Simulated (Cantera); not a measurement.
Ammonia decomposition in nitride growth gas

An isothermal, constant-pressure homogeneous reactor starts with NH₃ : H₂ = 1 : 0.38 (molar parts), at 1800 K and 1.00 atm.

Detailed kinetics in Cantera: the gas-phase N/H chemistry of the illustrative SiF4/NH3 mechanism in the Surface Chemkin manual (1991). Walls and surfaces, which speed up NH3 decomposition in real reactors, are not modelled.

| t (s) | x NH₃ | x H₂ | x NH | x N₂H₄ | x NH₂ | x H |
|---|---|---|---|---|---|---|
| 3.00e-6 | 0.725 | 0.275 | 1.94e-10 | 2.86e-11 | 3.57e-6 | 5.55e-7 |
| 1.72e-5 | 0.725 | 0.275 | 9.52e-9 | 1.17e-9 | 2.06e-5 | 2.98e-6 |
| 9.85e-5 | 0.724 | 0.275 | 3.13e-7 | 3.81e-8 | 0.000115 | 1.65e-5 |
| 0.000565 | 0.723 | 0.276 | 2.31e-6 | 2.98e-7 | 0.000322 | 4.60e-5 |
| 0.00324 | 0.717 | 0.280 | 2.39e-6 | 3.04e-7 | 0.000325 | 4.76e-5 |
| 0.0185 | 0.684 | 0.304 | 2.37e-6 | 2.85e-7 | 0.000315 | 5.24e-5 |
| 0.106 | 0.533 | 0.411 | 2.22e-6 | 2.02e-7 | 0.000265 | 7.65e-5 |
| 0.609 | 0.193 | 0.653 | 1.49e-6 | 4.72e-8 | 0.000128 | 0.000162 |
| 3.49 | 0.0202 | 0.775 | 3.49e-7 | 1.13e-9 | 1.99e-5 | 0.000286 |
| 20.0 | 0.00224 | 0.788 | 4.61e-8 | 1.65e-11 | 2.40e-6 | 0.000316 |
x: mole fraction; the columns are a selection and need not sum to one.

Equilibrium at this temperature and pressure: NH₃ 9.43e-6, H₂ 0.790, NH 1.96e-10, N₂H₄ <1e-12, NH₂ 1.02e-8, H 0.000318 (gas phase only).
